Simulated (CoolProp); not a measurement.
Model: reference Helmholtz-energy equation of state, Fiedler 2023, in CoolProp.

Give the vapour pressure (kPa), liquid density (kg/m³), vapour density (kg/m³), enthalpy of vaporisation (kJ/kg) of saturated tetrahydrofuran at 345.2, 468.3, 495.7 K.


```
T (K)  p (kPa)  liquid density (kg/m³)  vapour density (kg/m³)  enthalpy of vaporisation (kJ/kg)
-----  -------  ----------------------  ----------------------  --------------------------------
345.2      123                     829                    3.20                               412
468.3     1880                     656                    45.8                               287
495.7     2850                     600                    75.2                               239
```
